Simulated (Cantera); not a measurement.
PbO + H2 + H2O (hydrogen reduction and annealing atmospheres)

A closed system holds: 1 mol PbO, a varied amount of H2, 0.08 mol H2O, equilibrated at 1573 K and 13.3 mbar.

Method: chemical equilibrium by Gibbs-energy minimisation in Cantera with the NASA 1993 tables (ideal gas, pure condensed phases). Candidate condensed phases: H2O, Pb, PbO, PbO2, Pb3O4; 12 gas species. The numbers say what is thermodynamically allowed, not how fast it happens.

| n(H2) (mol) | x H2 | x H2O | x Pb | x H | x PbO | x Pb2 | x OH |
|---|---|---|---|---|---|---|---|
| 3.4 | 0.536 | 0.241 | 0.223 | 0.000258 | 6.08e-5 | 9.01e-6 | 4.19e-6 |
| 4.4 | 0.620 | 0.197 | 0.182 | 0.000277 | 3.51e-5 | 6.02e-6 | 3.18e-6 |
| 5.7 | 0.693 | 0.159 | 0.147 | 0.000293 | 2.05e-5 | 3.93e-6 | 2.43e-6 |
| 7.3 | 0.752 | 0.129 | 0.119 | 0.000305 | 1.24e-5 | 2.57e-6 | 1.89e-6 |
| 9.3 | 0.799 | 0.104 | 0.0963 | 0.000315 | 7.59e-6 | 1.68e-6 | 1.48e-6 |
| 12 | 0.841 | 0.0825 | 0.0764 | 0.000323 | 4.55e-6 | 1.06e-6 | 1.14e-6 |
| 15 | 0.870 | 0.0671 | 0.0622 | 0.000329 | 2.91e-6 | 6.99e-7 | 9.15e-7 |
| 20 | 0.901 | 0.0512 | 0.0474 | 0.000334 | 1.63e-6 | 4.07e-7 | 6.86e-7 |
| 25 | 0.920 | 0.0414 | 0.0383 | 0.000338 | 1.05e-6 | 2.66e-7 | 5.49e-7 |
| 33 | 0.939 | 0.0317 | 0.0293 | 0.000341 | 6.00e-7 | 1.56e-7 | 4.16e-7 |
| 42 | 0.951 | 0.0251 | 0.0232 | 0.000343 | 3.70e-7 | 9.75e-8 | 3.27e-7 |
| 54 | 0.962 | 0.0196 | 0.0182 | 0.000345 | 2.24e-7 | 5.96e-8 | 2.54e-7 |
| 69 | 0.970 | 0.0154 | 0.0143 | 0.000347 | 1.37e-7 | 3.68e-8 | 1.99e-7 |
x: gas mole fraction; nothing condenses.

From 3.4 mol H2 to 69 mol H2 nothing is condensed. The main Pb-bearing gas is Pb throughout.
